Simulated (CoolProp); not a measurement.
Properties of carbonyl sulfide along the isotherm -16.95 °C.

Computed with CoolProp (reference Helmholtz-energy equation of state, Lemmon 2006). It is a short technical equation, of lower accuracy than the large ones.

```json
[
 {"p (kPa)": "318", "phase": "gas", "cp (kJ/(kg K))": "0.7211", "cv (kJ/(kg K))": "0.5411", "Joule-Thomson coefficient (K/MPa)": "31.21", "fugacity coefficient": "0.9445"},
 {"p (kPa)": "637", "phase": "liquid", "cp (kJ/(kg K))": "1.233", "cv (kJ/(kg K))": "0.7016", "Joule-Thomson coefficient (K/MPa)": "-0.3268", "fugacity coefficient": "0.5594"},
 {"p (kPa)": "955", "phase": "liquid", "cp (kJ/(kg K))": "1.232", "cv (kJ/(kg K))": "0.7017", "Joule-Thomson coefficient (K/MPa)": "-0.3288", "fugacity coefficient": "0.3762"},
 {"p (kPa)": "1270", "phase": "liquid", "cp (kJ/(kg K))": "1.230", "cv (kJ/(kg K))": "0.7018", "Joule-Thomson coefficient (K/MPa)": "-0.3308", "fugacity coefficient": "0.2852"},
 {"p (kPa)": "1590", "phase": "liquid", "cp (kJ/(kg K))": "1.229", "cv (kJ/(kg K))": "0.7019", "Joule-Thomson coefficient (K/MPa)": "-0.3327", "fugacity coefficient": "0.2297"},
 {"p (kPa)": "1910", "phase": "liquid", "cp (kJ/(kg K))": "1.227", "cv (kJ/(kg K))": "0.7020", "Joule-Thomson coefficient (K/MPa)": "…", "fugacity coefficient": "0.1928"},
 {"p (kPa)": "2230", "phase": "liquid", "cp (kJ/(kg K))": "1.226", "cv (kJ/(kg K))": "0.7021", "Joule-Thomson coefficient (K/MPa)": "-0.3366", "fugacity coefficient": "0.1664"},
 {"p (kPa)": "2550", "phase": "liquid", "cp (kJ/(kg K))": "…", "cv (kJ/(kg K))": "0.7022", "Joule-Thomson coefficient (K/MPa)": "…", "fugacity coefficient": "0.1468"},
 {"p (kPa)": "2870", "phase": "liquid", "cp (kJ/(kg K))": "1.224", "cv (kJ/(kg K))": "0.7023", "Joule-Thomson coefficient (K/MPa)": "…", "fugacity coefficient": "0.1315"},
 {"p (kPa)": "3180", "phase": "liquid", "cp (kJ/(kg K))": "1.222", "cv (kJ/(kg K))": "0.7024", "Joule-Thomson coefficient (K/MPa)": "…", "fugacity coefficient": "0.1196"}
]
```

Task: Complete the blanks.

Result: 
- 1910, Joule-Thomson coefficient (K/MPa): -0.3347
- 2550, cp (kJ/(kg K)): 1.225
- 2550, Joule-Thomson coefficient (K/MPa): -0.3384
- 2870, Joule-Thomson coefficient (K/MPa): -0.3403
- 3180, Joule-Thomson coefficient (K/MPa): -0.3421
